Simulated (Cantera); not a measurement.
# Equilibrium for halide evaporation, hydrolysis and transport: CsCl + HCl + H2

A closed system holds: 1 mol CsCl, 0.15 mol HCl, 20 mol H2, held at 133 Pa.

Cantera equilibrium calculation (NASA polynomials, part measured and part estimated; ideal gas, pure solids and liquids). Candidate condensed phases: Cs, CsCl; 9 gas species. The numbers say what is thermodynamically allowed, not how fast it happens.

| T (K) | log p H2 | log p CsCl | log p Cs2Cl2 | log p HCl | log p H | log p Cs | n CsCl(s) |
|---|---|---|---|---|---|---|---|
| 848 | -2.89 | -4.81 | -5.13 | -5.01 | -12.16 | -12.95 | 0.531 |
| 873 | -2.89 | -4.49 | -4.80 | -5.02 | -11.78 | -12.24 | 0 |
| 898 | -2.90 | -4.40 | -4.92 | -5.02 | -11.41 | -11.78 | 0 |
| 923 | -2.90 | -4.34 | -5.06 | -5.02 | -11.06 | -11.36 | 0 |
| 948 | -2.90 | -4.29 | -5.23 | -5.02 | -10.73 | -10.98 | 0 |
| 973 | -2.90 | -4.26 | -5.41 | -5.02 | -10.42 | -10.63 | 0 |
| 998 | -2.90 | -4.24 | -5.60 | -5.02 | -10.12 | -10.31 | 0 |
| 1023 | -2.90 | -4.22 | -5.80 | -5.02 | -9.83 | -10.01 | 0 |
log p: log10 of the partial pressure in bar; n: condensed amount in mol.

At 848 K the condensed part is CsCl(s). From 873 K to 1023 K nothing is condensed. The main Cs-bearing gas is CsCl throughout.
